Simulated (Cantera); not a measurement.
# MgO + Cl2 (oxide etching and cleaning by halides)

Feed: 1 mol MgO, 18 mol Cl2, equilibrated at 750 Torr.

Method: chemical equilibrium by Gibbs-energy minimisation in Cantera with the NASA 1993 tables (ideal gas, pure condensed phases). Candidate condensed phases: Mg, MgCl2, MgO; 11 gas species. The numbers say what is thermodynamically allowed, not how fast it happens.

From 800 K to 900 K the condensed part is MgCl2(s). From 1000 K to 1300 K the condensed part is MgCl2(l). From 1400 K to 1600 K nothing is condensed. The main Mg-bearing gas is MgCl2 throughout.

```json
[
 {"T (K)": "800", "x Cl2": "0.971", "x Cl": "9.22e-6", "x MgCl2": "1.59e-7", "x O2": "0.0286", "n MgCl2(s)": "1.000", "n MgCl2(l)": "0"},
 {"T (K)": "900", "x Cl2": "0.971", "x Cl": "7.29e-5", "x MgCl2": "8.62e-6", "x O2": "0.0286", "n MgCl2(s)": "1.000", "n MgCl2(l)": "0"},
 {"T (K)": "1000", "x Cl2": "0.971", "x Cl": "0.000383", "x MgCl2": "0.000190", "x O2": "0.0286", "n MgCl2(s)": "0", "n MgCl2(l)": "0.997"},
 {"T (K)": "1100", "x Cl2": "0.968", "x Cl": "0.00149", "x MgCl2": "0.00153", "x O2": "0.0285", "n MgCl2(s)": "0", "n MgCl2(l)": "0.973"},
 {"T (K)": "1200", "x Cl2": "0.959", "x Cl": "0.00463", "x MgCl2": "0.00849", "x O2": "0.0282", "n MgCl2(s)": "0", "n MgCl2(l)": "0.850"},
 {"T (K)": "1300", "x Cl2": "0.925", "x Cl": "0.0119", "x MgCl2": "0.0353", "x O2": "0.0274", "n MgCl2(s)": "0", "n MgCl2(l)": "0.356"},
 {"T (K)": "1400", "x Cl2": "0.893", "x Cl": "0.0269", "x MgCl2": "0.0533", "x O2": "0.0266", "n MgCl2(s)": "0", "n MgCl2(l)": "0"},
 {"T (K)": "1500", "x Cl2": "0.867", "x Cl": "0.0544", "x MgCl2": "0.0526", "x O2": "0.0262", "n MgCl2(s)": "0", "n MgCl2(l)": "0"},
 {"T (K)": "1600", "x Cl2": "0.823", "x Cl": "0.0997", "x MgCl2": "0.0514", "x O2": "0.0255", "n MgCl2(s)": "0", "n MgCl2(l)": "0"}
]
```
x: gas mole fraction; n: condensed amount in mol.
